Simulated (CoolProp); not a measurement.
Octamethylcyclotetrasiloxane (D4) at 300 K and 0.58 MPa is throttled through a valve to 0.234 MPa with no heat exchange. Each further row changes one setting.

Model: reference Helmholtz-energy equation of state, Thol 2015, in CoolProp.

```json
[
 {"case": "as stated", "temperature change (K)": "+0.1", "final density (kg/m³)": "949"},
 {"case": "outlet pressure 0.0702 MPa", "temperature change (K)": "+0.2", "final density (kg/m³)": "948"},
 {"case": "outlet pressure 0.304 MPa", "temperature change (K)": "+0.1", "final density (kg/m³)": "949"}
]
```
